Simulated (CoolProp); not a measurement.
A Linde-Hampson liquefier for normal hydrogen: isothermal reversible compression at 300 K from 1 atm to 10 MPa, throttling to 1 atm, return gas leaving the recuperator 10 K below the feed. Each further row changes one setting.

Computed with CoolProp (reference Helmholtz-energy equation of state, Leachman 2009).

```tsv
case	compression work (kJ/kg of gas)
as stated	5750
high pressure 20 MPa	6690
warm-end temperature 330 K	6320
warm-end gap 15 K	5750
```
